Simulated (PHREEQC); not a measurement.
# Copper plating or etch bath

Make-up at 25 °C: 0.016 mol Cu(NO3)2, 0.0018 mol HNO3 and 0.017 mol NaCl per kg of water. Closed to the air; pH follows from the charge balance.

Model: ion-association model, phreeqc.dat, run in PHREEQC.

No solid was allowed to form.

What pH, density does the model give?

pH 2.82; density 1.000 g/cm³.

In which forms is Cu present?

Cu+2 98 %, CuCl+ 2.0 % of the Cu.
